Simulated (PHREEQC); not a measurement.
Make-up at 90 °C: 0.002 mol H2SO4, 0.0014 mol Li2SO4 and 0.079 mol Na2SO4 per kg of water. Closed to the air; pH follows from the charge balance.

Equilibrium calculation in PHREEQC: ion-association model, phreeqc.dat.

```
quantity                   before    after
------------------------  -------  -------
pH                           3.51     2.97
ionic strength (mol/kgw)    0.209    0.214
Na+ (mol/kgw)               0.142    0.144
SO4-2 (mol/kgw)            0.0631   0.0659
NaSO4- (mol/kgw)           0.0155   0.0136
HSO4- (mol/kgw)           0.00360  0.00265
```

Q: Which change was made?
A) Na2SO4 from 0.079 to 0.0079 mol/kgw
B) temperature from 90 to 65 °C
C) temperature from 90 to 75 °C
D) temperature from 90 to 25 °C

A: D, temperature from 90 to 25 °C

This is a speciation only: nothing precipitates in the calculation. At this temperature some constants are extrapolated from 25 °C, and those without enthalpy data are left unchanged.
